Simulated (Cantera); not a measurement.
Equilibrium for abatement and gas-phase synthesis: CO2 + H2

Feed: 1 mol CO2, 0.1 mol H2, held at 2473 K and 10.0 mbar.

Method: chemical equilibrium by Gibbs-energy minimisation in Cantera with the NASA 1993 tables (ideal gas, pure condensed phases). Candidate condensed phases: C, C6H6, C7H8, C8H18, H2O; 110 gas species. Kinetics and transport are ignored.

The x(CO2) comes out as 0.386. The x(CO) is 0.355 and the x(O2) is 0.120. The x(H2O) is 0.0456 and the x(O) is 0.0439. The x(OH) is 0.0247, the x(H) is 0.0185 and the x(H2) is 0.00685. The x(HO2) is 1.88e-6. The gas amount is 1.351 mol and the log10 activity of C(graphite) (absent) is -7.86.
